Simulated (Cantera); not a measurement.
An isothermal, constant-pressure homogeneous reactor starts with C₂H₆ : N₂ = 1 : 2.8 (molar parts), at 1925 K and 660 Pa.

Model: GRI-Mech 3.0 (53 species, 325 reactions), integrated in Cantera. GRI-Mech 3.0 stops at C3 and has no aromatics, soot or wall deposition, so with more carbon than oxygen in the feed, carbon stays in small species such as C2H2 where larger ones or solid carbon would form. Radical loss at walls, strong at low pressure, is not modelled.

x: mole fraction; the columns are a selection and need not sum to one.

| t (s) | x C₂H₆ | x CH₄ | x CH₂ | x HCN | x CH₃ | x C₂H | x C₂H₄ |
|---|---|---|---|---|---|---|---|
| 0.000200 | 0.0409 | 0.0379 | 0.000490 | 3.34e-6 | 0.131 | 7.98e-6 | 0.0642 |
| 0.000860 | ? | ? | ? | ? | ? | ? | ? |
| 0.00369 | 2.84e-5 | 0.0516 | 3.77e-5 | 1.68e-5 | 0.00800 | 1.75e-5 | 0.00555 |
| 0.0159 | 7.25e-6 | 0.0359 | 1.48e-5 | 1.88e-5 | 0.00357 | 1.17e-5 | 0.000903 |
| 0.0682 | 1.72e-6 | 0.0168 | 9.01e-6 | 2.28e-5 | 0.00175 | 1.27e-5 | 0.000201 |
| 0.293 | 9.18e-8 | 0.00279 | 4.75e-6 | 3.82e-5 | 0.000480 | 2.13e-5 | 1.63e-5 |
| 1.26 | 3.32e-10 | ? | ? | ? | ? | ? | 4.25e-6 |
| 5.41 | 4.37e-12 | 1.04e-5 | 1.05e-7 | 0.000133 | 4.20e-6 | 5.00e-5 | 3.99e-6 |
| 23.3 | 3.06e-12 | 7.96e-6 | 8.07e-8 | 0.000186 | 3.22e-6 | 5.00e-5 | 3.99e-6 |
| 100 | 3.24e-12 | 8.33e-6 | 8.45e-8 | 0.000399 | 3.37e-6 | 5.00e-5 | 3.99e-6 |

Task: What belongs in the gaps?

Result: 
- 0.000860, x C₂H₆: 0.000219
- 0.000860, x CH₄: 0.0648
- 0.000860, x CH₂: 0.000163
- 0.000860, x HCN: 1.36e-5
- 0.000860, x CH₃: 0.0297
- 0.000860, x C₂H: 3.70e-5
- 0.000860, x C₂H₄: 0.0360
- 1.26, x CH₄: 0.000112
- 1.26, x CH₂: 9.10e-7
- 1.26, x HCN: 9.13e-5
- 1.26, x CH₃: 4.06e-5
- 1.26, x C₂H: 4.51e-5
